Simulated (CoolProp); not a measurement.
Model: reference Helmholtz-energy equation of state, Lemmon 2006, in CoolProp. It is a short technical equation, of lower accuracy than the large ones.

### Question
For C3F8 (R218), give the phase and the Z, Joule-Thomson coefficient (K/MPa) at -42.85 °C and 5.77 bar.

### Answer
- -42.85 °C and 5.77 bar: liquid; Z 0.0346, Joule-Thomson coefficient -0.295
